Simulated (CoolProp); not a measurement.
A single-stage vapour-compression cycle with R404A: evaporating at 236.15 K (dew point), condensing at 300.15 K (bubble point), superheat 10 K, subcooling 5 K, compressor efficiency 0.6, no pressure losses. Each further row changes one setting.

Computed with CoolProp (reference Helmholtz-energy equation of state, Lemmon 2003). It is a pseudo-pure fit of the blend.

```tsv
case	cooling COP	pressure ratio	discharge temperature (K)	refrigerating effect (kJ/kg)	volumetric capacity (kJ/m³)
as stated	1.57	8.82	348.1	122	918
evaporating temperature 241.15 K	1.80	7.11	343.8	125	1160
condensing temperature 295.15 K	1.78	7.73	341.6	129	974
subcooling 10 K	1.67	8.82	348.1	129	974
superheat 20 K	1.60	8.82	359.6	130	935
compressor efficiency 0.5	1.31	8.82	362.5	122	918
```
